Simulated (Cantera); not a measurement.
A diamond (100) surface in a fixed gas of H2 with x(CH4) = 0.021, x(CH3) = 5.3e-05, at 1423 K, 21.8 Torr; coverages are run to steady state.

Computed with Cantera and the Harris–Goodwin 1993 mechanism for the reconstructed diamond (100) surface.

One state of this run: growth (µm/h) = 0.0137; θ c6HH = 0.477; θ c6H* = 0.0511; θ c6*H = 0.453; θ c6** = 0.0196. θ: site fractions in the mechanism's names (c6HH fully hydrogenated, c6H* and c6*H radical sites, c6** diradical, c6HM methylated).

Task: Which value of x(H) does it belong to?
(A) 0.00048
(B) 0.00022
(C) 0.055
(D) 0.0011

Result: A, 0.00048
